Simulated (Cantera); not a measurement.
An adiabatic, constant-volume homogeneous reactor starts with CH4 : O2 : N2 : H2O = 1 : 3.33 : 12.5 : 0.71 (molar parts), equivalence ratio 0.60, at 1700 K and 750 Torr. Integrator tolerance rtol = 1e-08.

Computed with Cantera and GRI-Mech 3.0 (53 species, 325 reactions).

Question: What does this change do: initial temperature 1700 to 1373 K?

Answer: 
```
quantity                                                              before                                      after
---------------------------------  -----------------------------------------  -----------------------------------------
time of steepest temperature rise                                   0.196 ms                                    3.95 ms
temperature at 0.100 s                                                2718 K                                     2580 K
equilibrium temperature                                               2718 K                                     2580 K
x(CH4) at 0.100 s                      <1e-12 (gas-phase equilibrium <1e-12)      <1e-12 (gas-phase equilibrium <1e-12)
x(O2) at 0.100 s                       0.0672 (gas-phase equilibrium 0.0672)      0.0681 (gas-phase equilibrium 0.0681)
x(H2O) at 0.100 s                        0.133 (gas-phase equilibrium 0.133)        0.141 (gas-phase equilibrium 0.141)
x(H2) at 0.100 s                     0.00631 (gas-phase equilibrium 0.00631)    0.00343 (gas-phase equilibrium 0.00343)
x(HCN) at 0.100 s                  1.44e-10 (gas-phase equilibrium 1.44e-10)  3.55e-11 (gas-phase equilibrium 3.55e-11)
x(OH) at 0.100 s                       0.0207 (gas-phase equilibrium 0.0207)      0.0141 (gas-phase equilibrium 0.0141)
x(C2H2) at 0.100 s                     <1e-12 (gas-phase equilibrium <1e-12)      <1e-12 (gas-phase equilibrium <1e-12)
```

Question: What does this change do: initial temperature 1700 to 1450 K?

Answer: 
```
quantity                                                              before                                      after
---------------------------------  -----------------------------------------  -----------------------------------------
time of steepest temperature rise                                   0.196 ms                                    1.68 ms
temperature at 0.100 s                                                2718 K                                     2615 K
equilibrium temperature                                               2718 K                                     2615 K
x(CH4) at 0.100 s                      <1e-12 (gas-phase equilibrium <1e-12)      <1e-12 (gas-phase equilibrium <1e-12)
x(O2) at 0.100 s                       0.0672 (gas-phase equilibrium 0.0672)      0.0679 (gas-phase equilibrium 0.0679)
x(H2O) at 0.100 s                        0.133 (gas-phase equilibrium 0.133)        0.139 (gas-phase equilibrium 0.139)
x(H2) at 0.100 s                     0.00631 (gas-phase equilibrium 0.00631)    0.00404 (gas-phase equilibrium 0.00404)
x(HCN) at 0.100 s                  1.44e-10 (gas-phase equilibrium 1.44e-10)  5.18e-11 (gas-phase equilibrium 5.18e-11)
x(OH) at 0.100 s                       0.0207 (gas-phase equilibrium 0.0207)      0.0157 (gas-phase equilibrium 0.0157)
x(C2H2) at 0.100 s                     <1e-12 (gas-phase equilibrium <1e-12)      <1e-12 (gas-phase equilibrium <1e-12)
```
